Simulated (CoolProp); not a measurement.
A simple Rankine cycle with benzene: condensing at 327.15 K, boiler at 1.48 MPa, turbine inlet 476.9 K, turbine efficiency 0.6, pump efficiency 0.7, no recuperator. Each further row changes one setting.

Values from CoolProp's reference Helmholtz-energy equation of state, Thol 2012.

| case | thermal efficiency (%) | net work (kJ/kg) | heat in (kJ/kg) | turbine exit temperature (K) | volume ratio over the turbine |
|---|---|---|---|---|---|
| as stated | 14.3 | 84.6 | 592 | 399.1 | 37.3 |
| turbine inlet 496.9 K | 14.3 | 90.4 | 632 | ___ | ___ |
| condensing temperature 319.15 K | 15.1 | ___ | 607 | 394.2 | 50.1 |
| boiler pressure 1.04 MPa | 13.3 | 80.4 | 606 | 411.6 | 24.6 |
| turbine efficiency 0.5 | 11.8 | ___ | 592 | ___ | 38.3 |

Task: Complete the blanks.

Result: 
- turbine inlet 496.9 K, turbine exit temperature (K): 421.9
- turbine inlet 496.9 K, volume ratio over the turbine: 36.2
- condensing temperature 319.15 K, net work (kJ/kg): 91.3
- turbine efficiency 0.5, net work (kJ/kg): 70.1
- turbine efficiency 0.5, turbine exit temperature (K): 409.0
